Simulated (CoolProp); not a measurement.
Model: reference Helmholtz-energy equation of state, Thol 2012, in CoolProp.

Give the vapour pressure (MPa), surface tension (mN/m), liquid viscosity (µPa s), vapour viscosity (µPa s) of saturated benzene at 405.2, 460.1 K.


```json
[
 {"T (K)": "405.2", "p (MPa)": "0.397", "surface tension (mN/m)": "14.8", "liquid viscosity (µPa s)": "201", "vapour viscosity (µPa s)": "10.1"},
 {"T (K)": "460.1", "p (MPa)": "1.16", "surface tension (mN/m)": "8.62", "liquid viscosity (µPa s)": "130", "vapour viscosity (µPa s)": "11.4"}
]
```

Viscosity comes from a separate model (Avgeri 2014). Surface tension comes from a separate correlation (Mulero 2012).
